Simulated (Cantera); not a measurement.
A closed system holds: 1 mol B₂O₃, 0.089 mol O₂, at 0.140 bar.

Cantera equilibrium calculation (NASA polynomials, part measured and part estimated; ideal gas, pure solids and liquids). Candidate condensed phases: B, B₂O₃; 10 gas species. Kinetics and transport are ignored.

Task: At 1473 K, list the 3 most abundant gas species with their mole fractions, and the condensed phases.

Result: O₂ 1.000, B₂O₃ 8.82e-5, BO₂ 2.96e-5. Condensed: B₂O₃(l).
